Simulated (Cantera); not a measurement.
A perfectly stirred reactor is fed with 12.1 % CH4, 2.41 % CO, 15.8 % O2, 69.7 % N2, at 760 Torr; it is adiabatic with a 375 K inlet, and is followed from long to short residence time, starting on the burning branch (τ in s: 0.21, 0.078, 0.029, 0.011, 0.0041, 0.0016, 0.00059, 0.00022, 8.3e-05, 3.1e-05).

Computed with Cantera and GRI-Mech 3.0 (53 species, 325 reactions).

One state of this run: T (K) = 1801; x CH4 = 0.00536; x CO = 0.0787; x O2 = 0.00167; x C2H6 = 1.58e-5; x CH3 = 0.000428. x: mole fraction; the columns are a selection and need not sum to one.

Task: Which value of τ (s) does it belong to?
(A) 0.00022
(B) 0.0041
(C) 0.0016
(D) 0.029

Result: D, 0.029
